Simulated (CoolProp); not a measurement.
Properties of nitrogen along the isobar 2430 kPa.

Computed with CoolProp (reference Helmholtz-energy equation of state, Span 2000).

```
T (K)   phase       Z  cv (kJ/(kg K))  speed of sound (m/s)  Joule-Thomson coefficient (K/MPa)  viscosity (µPa s)  conductivity (mW/(m K))
-----  ------  ------  --------------  --------------------  ---------------------------------  -----------------  -----------------------
76.7   liquid  0.1310           1.094                 877.2                            -0.3587                171                      149
91.9   liquid  0.1198           1.016                 724.2                            -0.2344                101                      119
107.1  liquid  0.1169          0.9661                 546.3                            0.09591               64.2                     89.3
122.3     gas  0.6404          0.9636                 184.9                              11.37               10.3                     18.4
137.5     gas  0.7896          0.8314                 216.7                              8.863               10.6                     16.5
152.7     gas  0.8591          0.7951                 237.9                              7.203               11.3                     17.0
167.9     gas  0.9008          0.7777                 255.3                              6.019               12.0                     17.8
183.1     gas  0.9285          0.7678                 270.5                              5.125               12.7                     18.8
198.3     gas  0.9477          0.7616                 284.3                              4.422               13.5                     19.8
213.5     gas  0.9617          0.7575                 297.0                              3.855               14.2                     20.9
228.7     gas  0.9721          0.7546                 308.9                              3.385               14.9                     21.9
243.9     gas  0.9800          0.7526                 320.1                              2.990               15.7                     23.0
259.1     gas  0.9861          0.7511                 330.8                              2.652               16.4                     24.1
274.3     gas  0.9909          0.7500                 341.0                              2.360               17.1                     25.1
289.5     gas  0.9947          0.7492                 350.8                              2.104               17.8                     26.2
```

Viscosity comes from a separate model (Lemmon 2004). Thermal conductivity comes from a separate model (Lemmon 2004).
